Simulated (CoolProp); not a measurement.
R13 at several states: fugacity coefficient from the reference equation and from simpler models built on Tc = 29.9 °C, pc = 39.73 bar, ω = 0.175; each cubic takes its own stable root.

Values from CoolProp's reference Helmholtz-energy equation of state, Platzer 1990. This equation is an older, rougher fit; its heat capacities, sound speeds and derivatives of the liquid may be far off and weren't checked against measurements.

| T (°C) | p (bar) | phase | reference |
|---|---|---|---|
| 92.95 | 0.433 | gas | 0.9981 |
| 89.95 | 0.538 | gas | 0.9975 |
| -8.45 | 41.2 | liquid | 0.3348 |
| 104.45 | 59.1 | supercritical | 0.7806 |

Q: How far does each simpler model (van der Waals, Soave-Redlich-Kwong) lie from the reference over these 4 states: mean and median of the absolute difference, and the worst?

A: 
- van der Waals: mean 10.8 %, median 1.6 %, worst +39.8 % at -8.45 °C and 41.2 bar
- Soave-Redlich-Kwong: mean 0.8 %, median 0.4 %, worst +2.4 % at -8.45 °C and 41.2 bar
